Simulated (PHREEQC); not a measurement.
# Leach liquor with hard or scaling water: speciation

Solution A (0.0014 mol HCl, 6.3e-05 mol ZnSO4 and 4e-05 mol Na2SO4 per kg of water) is mixed with solution B (0.0027 mol CaCl2 and 0.00021 mol CO2 per kg of water) at 20 °C; shares are by mass of water, 1 kg in all. Oxygen is held at 0.21 atm. CO2 from the air is kept out. Solids allowed: Calcite, Gypsum, Portlandite, Zn(OH)2-e, Smithsonite, Zn4(OH)6SO4, Zn5(OH)8Cl2, Halite, Mirabilite, Goslarite, Nahcolite, Natron. Others were left out.

Equilibrium calculation in PHREEQC: ion-association model, wateq4f.dat.

**Question.** Predict CO2 (mol/kgw), SO4-2 (mol/kgw) at share of solution B = 0.2, 0.4.

**Answer.** 
```json
[
 {"share of solution B": "0.2", "CO2 (mol/kgw)": "4.20e-5", "SO4-2 (mol/kgw)": "7.17e-5"},
 {"share of solution B": "0.4", "CO2 (mol/kgw)": "8.40e-5", "SO4-2 (mol/kgw)": "5.24e-5"}
]
```
